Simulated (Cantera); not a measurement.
An adiabatic, constant-pressure homogeneous reactor starts with CH₄ : CO : O₂ : N₂ = 1 : 1.3 : 4.49 : 16.9 (molar parts), at 1175 K and 340000 Pa.

Cantera simulation using GRI-Mech 3.0 (53 species, 325 reactions); the numbers are that mechanism's predictions, not measurements.

Predict: time of steepest temperature rise; temperature at 0.300 s; equilibrium temperature; x(CO) at 0.300 s; x(O₂) at 0.300 s; x(NO) at 0.300 s; x(H₂O₂) at 0.300 s.


```
Item                                                                Result
---------------------------------  ---------------------------------------
time of steepest temperature rise                                  19.2 ms
temperature at 0.300 s                                              2385 K
equilibrium temperature                                             2385 K
x(CO) at 0.300 s                   0.00372 (gas-phase equilibrium 0.00372)
x(O₂) at 0.300 s                     0.0745 (gas-phase equilibrium 0.0745)
x(NO) at 0.300 s                     0.0107 (gas-phase equilibrium 0.0107)
x(H₂O₂) at 0.300 s                 2.28e-7 (gas-phase equilibrium 2.28e-7)
```
